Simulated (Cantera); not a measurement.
What does this Cantera script print?

```python
import numpy as np
import cantera as ct

gas_names = """
    H HO2 H2 H2O H2O2 O OH O2 O3 Pb PbO Pb2
""".split()
cond_names = """
    H2O(s) H2O(L) Pb(cr) Pb(L) PbO(rd) PbO(yw) PbO(L) PbO2(s) Pb3O4(s)
""".split()


# ... load() reads the species with a 1 bar reference pressure and builds the phases ...
atoms = {
    'PbO': {'Pb': 1, 'O': 1},
    'O2': {'O': 2},
    'H2': {'H': 2},
}
top_T = {'Pb3O4(s)': 820}  # K; cautious upper limits of use, not melting points


# ... equilibrate(T, P, feed) seeds the gas with the atoms and calls Mixture.equilibrate('TP', solver="vcs", rtol=1e-11, max_steps=5000) ...
results = []
T = 698  # K
P = 600000  # Pa
for m in [0.24, 0.57, 1.3, 3.1, 7.3, 17, 40, 94]:
    feed = {'PbO': 1, 'O2': 2.8, 'H2': m}  # mol
    mix = equilibrate(T, P, feed)
    results.append((T, P, feed, dict(zip(mix.species_names, mix.species_moles))))

top = {s: max(r[3][s] / sum(r[3][g] for g in gas_names) for r in results) for s in gas_names}
cols = sorted((s for s in top if top[s] > 1e-05), key=lambda s: -top[s])[:5]
seen = [c for c in cond_names if any(r[3].get(c, 0) > 1e-12 for r in results)]
print("log10 of partial pressures in bar; condensed amounts in mol")
print(f"{'n(H2)':>10s}" + "".join(f"{s[:9]:>10s}" for s in cols + seen))
for T, P, feed, n in results:
    ng = sum(n[g] for g in gas_names)
    print(f"{feed['H2']:10.4g}" + "".join(f"{np.log10(max(n[s] / ng * P / 1e5, 1e-99)):10.3f}" for s in cols)
          + "".join(f"{n.get(c, 0):10.4g}" for c in seen))
```

It prints:

```
log10 of partial pressures in bar; condensed amounts in mol
     n(H2)        H2        O2       H2O     Pb(L)  Pb3O4(s)
      0.24   -16.284     0.739    -0.281         0    0.3333
      0.57   -15.906     0.684     0.069         0    0.3333
       1.3   -15.537     0.559     0.376         0    0.3333
       3.1   -15.081     0.191     0.648         0    0.3333
       7.3    -0.240   -29.317     0.734         1         0
        17     0.565   -31.661     0.367         1         0
        40     0.700   -32.674    -0.004         1         0
        94     0.747   -33.510    -0.375         1         0
```

Cantera equilibrium calculation (NASA polynomials, part measured and part estimated; ideal gas, pure solids and liquids).
